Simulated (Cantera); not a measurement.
A perfectly stirred reactor is fed with CH4 : C2H6 : O2 : N2 = 1.5 : 0.088 : 3.61 : 39.7 (molar parts), at 1.00 atm; it is adiabatic with a 548 K inlet, and is followed from long to short residence time, starting on the burning branch (τ in s: 0.23, 0.095, 0.039, 0.016, 0.0065, 0.0026, 0.0011, 0.00044, 0.00018, 7.3e-05, 3e-05, 1.2e-05, 4.9e-06).

Cantera simulation using GRI-Mech 3.0 (53 species, 325 reactions); the numbers are that mechanism's predictions, not measurements.

Predict: blow-out, bracketed by the residence times tried; x(CH4) at τ = 0.230 s; x(C2H6) at τ = 0.230 s; x(O2) at τ = 0.230 s; x(CH3) at τ = 0.230 s; x(NO2) at τ = 0.230 s; x(CH4) at τ = 1.10 ms; x(C2H6) at τ = 1.10 ms; x(O2) at τ = 1.10 ms.


```json
{
 "blow_out_bracketed_by_the_residence_times_tried": "burning at 6.50 ms, out at 2.60 ms",
 "x(CH4) at τ = 0.230 s": "1.84e-5",
 "x(C2H6) at τ = 0.230 s": "2.76e-7",
 "x(O2) at τ = 0.230 s": "0.00705",
 "x(CH3) at τ = 0.230 s": "2.37e-6",
 "x(NO2) at τ = 0.230 s": "5.80e-9",
 "x(CH4) at τ = 1.10 ms": "0.0334",
 "x(C2H6) at τ = 1.10 ms": "0.00196",
 "x(O2) at τ = 1.10 ms": "0.0804"
}
```
